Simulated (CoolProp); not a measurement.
A Linde-Hampson liquefier for methane: isothermal reversible compression at 290 K from 1 atm to 30 MPa, throttling to 1 atm, return gas leaving the recuperator 10 K below the feed. Each further row changes one setting.

Values from CoolProp's reference Helmholtz-energy equation of state, Setzmann 1991.

```
case                        liquid yield per pass  compression work (kJ/kg of gas)
--------------------------  ---------------------  -------------------------------
as stated                                   0.237                              798
high pressure 60 MPa                          ___                              912
warm-end temperature 320 K                    ___                              903
warm-end gap 15 K                             ___                              798
```

**Question.** Complete the blanks.

**Answer.** 
- high pressure 60 MPa, liquid yield per pass: 0.242
- warm-end temperature 320 K, liquid yield per pass: 0.180
- warm-end gap 15 K, liquid yield per pass: 0.227
